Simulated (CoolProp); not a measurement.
Vapour-liquid equilibrium of R125 (1) + dimethyl ether (2) at 210.7 K; x and y are mole fractions of (1).

Computed with CoolProp (multi-fluid Helmholtz-energy mixture model, Lemmon 2005 and Wu 2011; pair parameters Bell 2016).

Give the bubble pressure and the first vapour's composition at x = 0.125, 0.575, 0.65. Is there an azeotrope?

x = 0.125: 15.10 kPa, y = 0.199; x = 0.575: 25.95 kPa, y = 0.824; x = 0.65: 29.26 kPa, y = 0.884. No azeotrope shows between x = 0.05 and 0.95.

The pair parameters rest on a limited set of measurements; away from them the model extrapolates.
